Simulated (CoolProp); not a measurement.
Nitrous oxide along the isobar 10400 kPa: fugacity coefficient from the reference equation and from simpler models built on Tc = 309.5 K, pc = 7245 kPa, ω = 0.161; each cubic takes its own stable root.

Computed with CoolProp (reference Helmholtz-energy equation of state, Lemmon 2006). It is a short technical equation, of lower accuracy than the large ones.

| T (K) | phase | reference |
|---|---|---|
| 305.2 | liquid | 0.4688 |
| 333 | supercritical | 0.6299 |
| 360.8 | supercritical | 0.7227 |
| 388.7 | supercritical | 0.7858 |
| 416.5 | supercritical | 0.8325 |
| 444.3 | supercritical | 0.8684 |
| 472.2 | supercritical | 0.8966 |
| 500 | supercritical | 0.9190 |

### Question
How far does each simpler model (van der Waals, Redlich-Kwong) lie from the reference over these 8 states: mean and median of the absolute difference, and the worst?

### Answer
- van der Waals: mean 3.7 %, median 3.1 %, worst +11.7 % at 305.2 K and 10400 kPa
- Redlich-Kwong: mean 1.7 %, median 1.7 %, worst +3.5 % at 305.2 K and 10400 kPa
